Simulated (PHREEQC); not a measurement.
Dissolve 24 mmol/kgw Ca(NO3)2 at 25 °C. Closed to the air; pH follows from the charge balance.

Computed with PHREEQC (ion-association model, wateq4f.dat).

Each row changes one thing in this solution. Precipitation was switched off in this run.

```tsv
case	pH	CaOH+ (mol/kgw)	SI of Portlandite (Ca(OH)2)
as made	6.95	1.88e-8	-10.88
Ca(NO3)2 from 0.024 to 0.036 mol/kgw	6.94	2.50e-8	?
0.00047 mol/kgw CO2 added	?	1.35e-10	-15.17
Ca(NO3)2 from 0.024 to 0.012 mol/kgw	6.97	1.12e-8	-11.07
temperature from 25 to 20 °C	7.02	2.22e-8	-11.13
0.012 mol/kgw KCl added	6.95	?	?
Ca(NO3)2 from 0.024 to 0.0216 mol/kgw	6.96	1.74e-8	-10.91
Ca(NO3)2 from 0.024 to 0.12 mol/kgw	6.88	5.71e-8	-10.53
```

Question: Some entries are withheld; supply them.

Answer: 
- Ca(NO3)2 from 0.024 to 0.036 mol/kgw, SI of Portlandite (Ca(OH)2): -10.78
- 0.00047 mol/kgw CO2 added, pH: 4.81
- 0.012 mol/kgw KCl added, CaOH+ (mol/kgw): 1.82e-8
- 0.012 mol/kgw KCl added, SI of Portlandite (Ca(OH)2): -10.90
